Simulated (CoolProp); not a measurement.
A simple Rankine cycle with n-pentane: condensing at 331.15 K, boiler at 0.789 MPa, turbine inlet 388.3 K, turbine efficiency 0.8, pump efficiency 0.8, no recuperator. Each further row changes one setting.

The numbers come from the reference Helmholtz-energy equation of state, Thol 2019 in CoolProp.

```json
[
 {"case": "as stated", "thermal efficiency (%)": "9.3", "net work (kJ/kg)": "40.1", "heat in (kJ/kg)": "430", "turbine exit temperature (K)": "357.4", "volume ratio over the turbine": "4.14"},
 {"case": "turbine inlet 408.3 K", "thermal efficiency (%)": "9.1", "net work (kJ/kg)": "43.4", "heat in (kJ/kg)": "476", "turbine exit temperature (K)": "378.7", "volume ratio over the turbine": "4.05"},
 {"case": "condensing temperature 323.15 K", "thermal efficiency (%)": "10.5", "net work (kJ/kg)": "47.3", "heat in (kJ/kg)": "450", "turbine exit temperature (K)": "352.8", "volume ratio over the turbine": "5.25"},
 {"case": "boiler pressure 0.552 MPa", "thermal efficiency (%)": "7.1", "net work (kJ/kg)": "31.2", "heat in (kJ/kg)": "440", "turbine exit temperature (K)": "367.0", "volume ratio over the turbine": "2.78"},
 {"case": "turbine efficiency 0.7", "thermal efficiency (%)": "8.1", "net work (kJ/kg)": "34.9", "heat in (kJ/kg)": "430", "turbine exit temperature (K)": "360.0", "volume ratio over the turbine": "4.18"}
]
```
